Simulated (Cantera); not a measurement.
A closed system holds: 1 mol Si, 1.9 mol Br2, 44 mol H2, equilibrated at 43.0 Pa.

Method: chemical equilibrium by Gibbs-energy minimisation in Cantera with the NASA 1993 tables (ideal gas, pure condensed phases). Candidate condensed phases: Br2, Si; 19 gas species. Gases not in the tables: Si2H6 and higher silanes. Kinetics and transport are ignored.

Problem. Which condensed phases are stable at each of these points (T (°C)): 777, 827, 877, 927, 977, 1027, 1077, 1127, 1177, 1227, 1277, 1327, 1377, 1427?

Solution. 
```json
[
 {"T (°C)": "777", "condensed phases": "Si(s)", "Si condensed (%)": "67.9"},
 {"T (°C)": "827", "condensed phases": "Si(s)", "Si condensed (%)": "67.2"},
 {"T (°C)": "877", "condensed phases": "Si(s)", "Si condensed (%)": "65.4"},
 {"T (°C)": "927", "condensed phases": "Si(s)", "Si condensed (%)": "63.5"},
 {"T (°C)": "977", "condensed phases": "Si(s)", "Si condensed (%)": "61.7"},
 {"T (°C)": "1027", "condensed phases": "Si(s)", "Si condensed (%)": "60.2"},
 {"T (°C)": "1077", "condensed phases": "Si(s)", "Si condensed (%)": "58.9"},
 {"T (°C)": "1127", "condensed phases": "Si(s)", "Si condensed (%)": "57.9"},
 {"T (°C)": "1177", "condensed phases": "Si(s)", "Si condensed (%)": "57.4"},
 {"T (°C)": "1227", "condensed phases": "Si(s)", "Si condensed (%)": "57.3"},
 {"T (°C)": "1277", "condensed phases": "Si(s)", "Si condensed (%)": "57.5"},
 {"T (°C)": "1327", "condensed phases": "Si(s)", "Si condensed (%)": "57.8"},
 {"T (°C)": "1377", "condensed phases": "Si(s)", "Si condensed (%)": "57.3"},
 {"T (°C)": "1427", "condensed phases": "Si(l)", "Si condensed (%)": "54.8"}
]
```

From 777 °C to 1377 °C the condensed part is Si(s). At 1427 °C the condensed part is Si(l).
